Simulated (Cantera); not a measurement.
**Premixed flame**

A freely propagating, adiabatic, planar premixed flame of 2.02 % CH4, 2.42 % C2H6, 1.45 % C3H8, 19.8 % O2, 74.3 % N2, unburnt at 300 K and 4.93 atm; mixture-averaged transport, grid criteria slope 0.08 and curve 0.16, no radiation.

Cantera simulation using GRI-Mech 3.0 (53 species, 325 reactions); the numbers are that mechanism's predictions, not measurements. GRI-Mech 3.0 was tuned for natural gas; its chemistry of propane as a main component is partial and can be far from experiment. Burning velocities carry a grid error of a few per cent, more on coarse grids.

```json
[
 {"z (mm)": "-0.333", "T (K)": "300", "u (m/s)": "0.275", "x CH4": "0.0202", "x C2H6": "0.0242", "x C3H8": "0.0145", "x H": "<1e-8", "x C2H4": "9.59e-8", "x N2O": "<1e-8"},
 {"z (mm)": "-0.222", "T (K)": "302", "u (m/s)": "0.277", "x CH4": "0.0201", "x C2H6": "0.0242", "x C3H8": "0.0145", "x H": "<1e-8", "x C2H4": "2.21e-6", "x N2O": "<1e-8"},
 {"z (mm)": "-0.166", "T (K)": "311", "u (m/s)": "0.286", "x CH4": "0.0200", "x C2H6": "0.0241", "x C3H8": "0.0145", "x H": "<1e-8", "x C2H4": "1.92e-5", "x N2O": "<1e-8"},
 {"z (mm)": "-0.111", "T (K)": "385", "u (m/s)": "0.356", "x CH4": "0.0191", "x C2H6": "0.0235", "x C3H8": "0.0143", "x H": "<1e-8", "x C2H4": "0.000262", "x N2O": "<1e-8"},
 {"z (mm)": "-0.0554", "T (K)": "857", "u (m/s)": "0.811", "x CH4": "0.0142", "x C2H6": "0.0168", "x C3H8": "0.0109", "x H": "1.92e-6", "x C2H4": "0.00314", "x N2O": "5.15e-8"},
 {"z (mm)": "-0.0277", "T (K)": "1318", "u (m/s)": "1.27", "x CH4": "0.00926", "x C2H6": "0.00731", "x C3H8": "0.00434", "x H": "9.91e-5", "x C2H4": "0.00566", "x N2O": "1.27e-7"},
 {"z (mm)": "0", "T (K)": "1757", "u (m/s)": "1.71", "x CH4": "0.00288", "x C2H6": "0.000353", "x C3H8": "8.89e-5", "x H": "0.00135", "x C2H4": "0.00198", "x N2O": "2.52e-7"},
 {"z (mm)": "0.0277", "T (K)": "1948", "u (m/s)": "1.89", "x CH4": "0.000179", "x C2H6": "3.28e-7", "x C3H8": "<1e-8", "x H": "0.00284", "x C2H4": "4.11e-5", "x N2O": "3.95e-7"},
 {"z (mm)": "0.0554", "T (K)": "2025", "u (m/s)": "1.95", "x CH4": "5.29e-6", "x C2H6": "<1e-8", "x C3H8": "<1e-8", "x H": "0.00291", "x C2H4": "3.12e-7", "x N2O": "4.65e-7"},
 {"z (mm)": "0.111", "T (K)": "2110", "u (m/s)": "2.02", "x CH4": "<1e-8", "x C2H6": "<1e-8", "x C3H8": "<1e-8", "x H": "0.00213", "x C2H4": "<1e-8", "x N2O": "4.70e-7"},
 {"z (mm)": "0.222", "T (K)": "2187", "u (m/s)": "2.09", "x CH4": "<1e-8", "x C2H6": "<1e-8", "x C3H8": "<1e-8", "x H": "0.00119", "x C2H4": "<1e-8", "x N2O": "4.34e-7"},
 {"z (mm)": "0.443", "T (K)": "2244", "u (m/s)": "2.13", "x CH4": "<1e-8", "x C2H6": "<1e-8", "x C3H8": "<1e-8", "x H": "0.000615", "x C2H4": "<1e-8", "x N2O": "3.65e-7"},
 {"z (mm)": "0.887", "T (K)": "2278", "u (m/s)": "2.16", "x CH4": "<1e-8", "x C2H6": "<1e-8", "x C3H8": "<1e-8", "x H": "0.000354", "x C2H4": "<1e-8", "x N2O": "2.90e-7"}
]
```
x: mole fraction of selected species; z is measured from the peak of heat release.

```yaml
laminar_burning_velocity: 27.5 cm/s
thermal_thickness: 0.111 mm
peak x(H): 0.00299
peak x(C2H4): 0.00568
grid_points: 144
```
